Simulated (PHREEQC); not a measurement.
1 kg of water holding 0.018 mol NaCl meets 20 L of dry gas (N2 1 by moles) at fixed total pressure, at 80 °C; fugacities by Peng-Robinson. The gases take part in no redox reaction, some water evaporates into the gas, and hydrates or a liquid gas phase aren't modelled. No solid was allowed to form.

The numbers come from PHREEQC with the ion-association model, phreeqc.dat.

```
P (atm)  dissolved N2 (mol/kgw)  φ of N2
-------  ----------------------  -------
2                      0.000695    1.001
5                       0.00205    1.000
10                      0.00428    1.000
20                      0.00868    1.000
30                       0.0130    1.000
40                       0.0172    1.000
50                       0.0214    1.000
75                       0.0314    1.002
100                      0.0411    1.006
150                      0.0592    1.015
200                      0.0761    1.028
300                       0.107    1.064
400                       0.135    1.112
```

At this temperature some constants are extrapolated from 25 °C, and those without enthalpy data are left unchanged.
